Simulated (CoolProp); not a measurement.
The fluid at 439.45 K and 2.77 MPa (gas) is heated at constant pressure to 472.5 K. The same conditions are run with several fluids, on thermodynamics alone (safety and materials aside).

Computed with CoolProp (reference Helmholtz-energy equation of state of each fluid (nitrous oxide: Lemmon 2006; R152A: Outcalt 1996; R407C: Lemmon 2003)). Blends and air are pseudo-pure fits.

| fluid | heat (kJ/kg) | final density (kg/m³) |
|---|---|---|
| nitrous oxide | 35.2 | 32.0 |
| R152A | 51.1 | 52.5 |
| R407C | 38.4 | 66.0 |
